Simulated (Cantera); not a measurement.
Input: 1 mol CH3F, 2.1 mol F2, at 2925 K.

These are equilibrium values from Cantera (NASA tables, ideal gas, pure condensed phases), not measurements of a reactor. Candidate condensed phases: C, C6H6, C7H8, C8H18; 95 gas species. Gases not in the tables: C2F6 and larger saturated fluorocarbons. Equilibrium is a limit: real reactors are often held back by kinetics, nucleation or transport.

log p: log10 of the partial pressure in bar; n: condensed amount in mol.

```csv
P (Pa),log p HF,log p F,log p H,log p CF2,log p C,log p C3,log p CF,n C(graphite)
1,-6.68,-5.25,-5.50,-10.94,-5.99,-8.00,-7.64,0
4.20,-5.49,-4.64,-4.92,-9.21,-5.49,-6.48,-6.52,0
18,-4.41,-4.05,-4.44,-7.66,-5.12,-5.39,-5.57,0
75,…,…,…,…,…,…,…,0
320,-2.80,-2.92,-3.96,-4.90,-4.63,-3.90,-3.94,0
1300,-2.14,-2.33,-3.89,-3.71,-4.61,-3.86,-3.33,0.540
5600,…,…,…,…,-4.61,-3.86,…,0.557
24000,-0.81,-1.27,-3.62,-1.59,-4.61,-3.86,-2.27,0.371
100000,-0.17,-0.87,-3.37,-0.80,-4.61,-3.86,-1.88,0.199
```

Task: What belongs in the gaps?

Result: 
- 75, log p HF: -3.54
- 75, log p F: -3.49
- 75, log p H: -4.13
- 75, log p CF2: -6.28
- 75, log p C: -4.85
- 75, log p C3: -4.58
- 75, log p CF: -4.74
- 5600, log p HF: -1.47
- 5600, log p F: -1.75
- 5600, log p H: -3.80
- 5600, log p CF2: -2.56
- 5600, log p CF: -2.76
